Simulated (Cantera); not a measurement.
Reactions in the system B-N-O

Source: NASA polynomial tables (part measured, part estimated), evaluated in Cantera. Values are per mole of reaction as written; species without (g) are pure solids or liquids, kept so even where they would boil at 1 bar.

B2O3(g) + 3 N(g) → 3 NO(g) + 2 B

| T (K) | ΔH° (kJ) | ΔS° (J/K) | ΔG° (kJ) | log10 K | condensed phases |
|---|---|---|---|---|---|
| 300 | -308.3 | -99.9 | -278.3 | 48.46 | B(s) |
| 2575 | -214.7 | -72.6 | -27.8 | 0.56 | B(l) |
| 2600 | -214.5 | -72.5 | -26.0 | 0.52 | B(l) |
| 2625 | -214.3 | -72.4 | -24.2 | 0.48 | B(l) |
| 2650 | -214.2 | -72.4 | -22.4 | 0.44 | B(l) |
| 2675 | -214.0 | -72.3 | -20.6 | 0.40 | B(l) |
| 2700 | -213.8 | -72.2 | -18.8 | 0.36 | B(l) |
| 2725 | -213.6 | -72.2 | -17.0 | 0.33 | B(l) |
| 2750 | -213.4 | -72.1 | -15.2 | 0.29 | B(l) |
| 2775 | -213.3 | -72.0 | -13.4 | 0.25 | B(l) |
| 2800 | -213.1 | -72.0 | -11.6 | 0.22 | B(l) |

B2O2(g) + 2 NO(g) → 4 O(g) + 2 BN

| T (K) | ΔH° (kJ) | ΔS° (J/K) | ΔG° (kJ) | log10 K |
|---|---|---|---|---|
| 300 | 768.4 | 9.8 | 765.5 | -133.28 |
| 2575 | 823.1 | 58.0 | 673.7 | -13.67 |
| 2600 | 823.7 | 58.2 | 672.3 | -13.51 |
| 2625 | 824.2 | 58.4 | 670.8 | -13.35 |
| 2650 | 824.8 | 58.7 | 669.3 | -13.19 |
| 2675 | 825.3 | 58.9 | 667.9 | -13.04 |
| 2700 | 825.8 | 59.1 | 666.4 | -12.89 |
| 2725 | 826.4 | 59.3 | 664.9 | -12.75 |
| 2750 | 826.9 | 59.5 | 663.4 | -12.60 |
| 2775 | 827.4 | 59.6 | 661.9 | -12.46 |
| 2800 | 828.0 | 59.8 | 660.4 | -12.32 |
